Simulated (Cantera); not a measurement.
Cantera run, input and output.

```python
import numpy as np
import cantera as ct

gas = ct.Solution("h2o2.yaml")
gas.TPX = 425, 20000, {'H2': 1, 'O2': 0.208, 'N2': 1.04}
flame = ct.FreeFlame(gas, width=0.12)
flame.set_refine_criteria(ratio=3, slope=0.08, curve=0.16)
flame.transport_model = "mixture-averaged"
flame.solve(loglevel=0, auto=True)
z, T = flame.grid, flame.T
thick = (T[-1] - T[0]) / np.gradient(T, z).max()
show = ['H2', 'O2', 'H', 'HO2', 'OH', 'O']
print(f"laminar burning velocity  {flame.velocity[0] * 100:.3f} cm/s")
print(f"burnt temperature         {T[-1]:.1f} K")
print(f"thermal thickness         {thick * 1e3:.4f} mm")
print(f"grid points               {len(z)}")
z0 = z[flame.heat_release_rate.argmax()]
print(f"{'z/mm':>9s}{'T/K':>9s}{'u/(m/s)':>9s}" + "".join(f"{s:>11s}" for s in show))
rows = []
for k in (-3, -2, -1.5, -1, -0.5, -0.25, 0, 0.25, 0.5, 1, 2, 4, 8):
    zz = z0 + k * thick
    rows.append([k * thick, np.interp(zz, z, T), np.interp(zz, z, flame.velocity),
                 *(np.interp(zz, z, flame.X[gas.species_index(s)]) for s in show)])
    print(f"{rows[-1][0] * 1e3:9.3f}{rows[-1][1]:9.1f}{rows[-1][2]:9.3f}" + "".join(f"{x:11.3e}" for x in rows[-1][3:]))
```

It prints:

```
laminar burning velocity  325.111 cm/s
burnt temperature         1841.2 K
thermal thickness         3.4768 mm
grid points               141
     z/mm      T/K  u/(m/s)         H2         O2          H        HO2         OH          O
  -10.430    425.0    3.251  4.448e-01  9.253e-02  1.341e-17  2.233e-14  2.845e-18  3.348e-16
   -6.954    425.0    3.251  4.448e-01  9.253e-02  6.740e-15  5.571e-12  7.444e-16  8.761e-14
   -5.215    425.0    3.251  4.448e-01  9.253e-02  2.173e-12  3.962e-10  4.204e-14  4.944e-12
   -3.477    425.0    3.251  4.448e-01  9.253e-02  6.036e-09  1.169e-07  1.867e-11  1.044e-09
   -1.738    448.6    3.417  4.414e-01  9.241e-02  1.954e-04  9.815e-05  6.392e-05  8.787e-06
   -0.869    663.6    4.958  4.126e-01  8.595e-02  7.911e-03  4.331e-05  2.942e-04  1.358e-04
    0.000   1007.1    7.345  3.265e-01  5.588e-02  4.530e-02  1.518e-05  7.219e-04  1.635e-03
    0.869   1229.6    8.921  2.487e-01  1.106e-02  7.811e-02  2.814e-06  1.102e-03  1.398e-03
    1.738   1314.7    9.506  2.365e-01  1.234e-03  7.917e-02  2.942e-07  9.788e-04  4.448e-04
    3.477   1398.4   10.056  2.416e-01  1.300e-04  6.944e-02  2.907e-08  1.107e-03  2.916e-04
    6.954   1490.4   10.648  2.499e-01  8.848e-05  5.658e-02  1.862e-08  1.228e-03  2.423e-04
   13.907   1581.9   11.225  2.584e-01  6.065e-05  4.329e-02  1.256e-08  1.229e-03  1.725e-04
   27.814   1664.6   11.736  2.662e-01  3.498e-05  3.095e-02  7.574e-09  1.089e-03  1.029e-04
```

Detailed kinetics in Cantera: the H2/O2 subset of GRI-Mech 3.0, which has no nitrogen chemistry. Burning velocities carry a grid error of a few per cent, more on coarse grids.
